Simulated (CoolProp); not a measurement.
Vapour-liquid equilibrium of CHF3 (R23) (1) + sulfur hexafluoride (2) at 231.3 K; x and y are mole fractions of (1).

Values from CoolProp's multi-fluid Helmholtz-energy mixture model, Penoncello 2003 and Guder 2009; pair parameters Bell 2016.

### Question
Give the bubble pressure and the first vapour's composition at x = 0.125, 0.425, 0.5. Is there an azeotrope?

### Answer
x = 0.125: 4.857 bar, y = 0.387; x = 0.425: 6.372 bar, y = 0.611; x = 0.5: 6.548 bar, y = 0.644. y crosses x between x = 0.725 and 0.8: the model has an azeotrope there.

Pair parameters are fitted to limited data, so mixtures are less certain than the pure fluids.
